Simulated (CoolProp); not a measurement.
Vapour-liquid equilibrium of acetone (1) + water (2) at 454.9 K; x and y are mole fractions of (1).

Values from CoolProp's multi-fluid Helmholtz-energy mixture model, Lemmon 2006 and Wagner 2002; pair parameters Bell 2016.

| x | bubble pressure (bar) | y at the bubble point | dew pressure at overall composition x (bar) | liquid density (mol/L) |
|---|---|---|---|---|
| 0.05 | 12.33 | 0.181 | 10.90 | 43.51 |
| 0.125 | 14.52 | 0.338 | 11.68 | 36.77 |
| 0.2 | 16.07 | 0.430 | 12.56 | 31.50 |
| 0.275 | 17.15 | 0.491 | 13.57 | 27.28 |
| 0.35 | 17.95 | 0.537 | 14.71 | 23.84 |
| 0.425 | 18.57 | 0.578 | 15.98 | 21.01 |
| 0.5 | 19.09 | 0.617 | 17.31 | 18.64 |
| 0.575 | 19.54 | 0.658 | 18.53 | 16.64 |
| 0.65 | 19.91 | 0.703 | 19.46 | 14.94 |
| 0.725 | 20.20 | 0.754 | 20.04 | 13.49 |
| 0.8 | 20.39 | 0.812 | 20.36 | 12.23 |
| 0.875 | 20.49 | 0.877 | 20.49 | 11.14 |
| 0.95 | 20.48 | 0.949 | 20.47 | 10.19 |

y crosses x between x = 0.875 and 0.95: the model has an azeotrope there.

The pair parameters rest on a limited set of measurements; away from them the model extrapolates.
